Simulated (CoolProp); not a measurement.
The fluid at 298.15 K and 6.11 MPa (liquid) is heated at constant pressure to 406.4 K. The same conditions are run with several fluids, on thermodynamics alone (safety and materials aside).

Computed with CoolProp (reference Helmholtz-energy equation of state of each fluid (ammonia: Gao 2020; dodecamethylpentasiloxane (MD3M): Thol 2019; isohexane: Lemmon 2006; R1224YDZ: Akasaka 2023; neopentane: Lemmon 2006)).

**Question.** Rank ammonia, dodecamethylpentasiloxane (MD3M), isohexane, R1224YDZ, neopentane by heat (kJ/kg), highest first.

**Answer.** ammonia (1300), neopentane (281), isohexane (269), dodecamethylpentasiloxane (MD3M) (197), R1224YDZ (135)

```tsv
fluid	final phase	final density (kg/m³)
ammonia	gas	40.1
dodecamethylpentasiloxane (MD3M)	liquid	779
isohexane	liquid	552
R1224YDZ	liquid	1040
neopentane	liquid	459
```
